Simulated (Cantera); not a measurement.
Input (Python, Cantera):

```python
import numpy as np
import cantera as ct

gas = ct.Solution("gri30.yaml")


def delay(T, t_max=10):
    gas.TPX = T, 120000, {'CH4': 1, 'O2': 2.82, 'N2': 12.7}
    reactor = ct.IdealGasConstPressureReactor(gas, clone=False)
    net = ct.ReactorNet([reactor])
    net.rtol, net.atol = 1e-8, 1e-16
    while net.time < t_max:
        t_old, T_old = net.time, reactor.T
        net.step()
        if reactor.T > T + 400:  # ignition: a rise of 400 K
            return t_old + (T + 400 - T_old) / (reactor.T - T_old) * (net.time - t_old)
    return np.nan


taus = []
for T in [1273, 1373, 1473, 1573, 1673, 1773, 1873, 1973, 2073, 2173]:
    taus.append(delay(T))
    print(f"T0 = {T:6g} K   tau = {taus[-1]:.4e} s")
```

Output:

```
T0 =   1273 K   tau = 1.4246e-02 s
T0 =   1373 K   tau = 4.0988e-03 s
T0 =   1473 K   tau = 1.3630e-03 s
T0 =   1573 K   tau = 5.3038e-04 s
T0 =   1673 K   tau = 2.3951e-04 s
T0 =   1773 K   tau = 1.2202e-04 s
T0 =   1873 K   tau = 6.8220e-05 s
T0 =   1973 K   tau = 4.1012e-05 s
T0 =   2073 K   tau = 2.6136e-05 s
T0 =   2173 K   tau = 1.7497e-05 s
```

Model: GRI-Mech 3.0 (53 species, 325 reactions), integrated in Cantera.
